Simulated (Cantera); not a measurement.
Dilute partial oxidation

An isothermal, constant-pressure homogeneous reactor starts with 0.407 % CH2O, 0.446 % O2, 99.1 % N2, equivalence ratio 0.91, at 1025 K and 10500 Torr.

Model: GRI-Mech 3.0 (53 species, 325 reactions), integrated in Cantera. The pressure lies above the range GRI-Mech 3.0 was tuned for (to about 10 atm).

```tsv
t (s)	x CH2O	x O2	x C2H2	x CH2	x CH4	x H2O	x N2O
0.000500	0.00405	0.00446	<1e-12	<1e-12	<1e-12	1.55e-6	2.37e-12
0.00126	0.00382	0.00434	<1e-12	<1e-12	4.44e-11	6.88e-5	4.90e-11
0.00316	0.000711	0.00321	<1e-12	1.42e-12	1.34e-9	0.00184	6.36e-10
0.00794	8.46e-7	0.00275	<1e-12	<1e-12	1.21e-9	0.00302	6.37e-9
0.0199	1.08e-7	0.00265	<1e-12	<1e-12	1.07e-9	0.00313	1.00e-8
0.0501	6.92e-9	0.00251	<1e-12	<1e-12	9.05e-10	0.00326	1.55e-8
0.126	1.59e-10	0.00226	<1e-12	<1e-12	6.33e-10	0.00349	2.77e-8
0.317	5.24e-11	0.00186	<1e-12	<1e-12	3.03e-10	0.00376	5.38e-8
0.796	1.71e-11	0.00143	<1e-12	<1e-12	8.28e-11	0.00397	1.03e-7
2.00	4.19e-12	0.00104	<1e-12	<1e-12	1.04e-11	0.00404	1.80e-7
```
x: mole fraction; the columns are a selection and need not sum to one.

Equilibrium at this temperature and pressure: CH2O <1e-12, O2 0.000396, C2H2 <1e-12, CH2 <1e-12, CH4 <1e-12, H2O 0.00407, N2O 6.74e-10 (gas phase only).
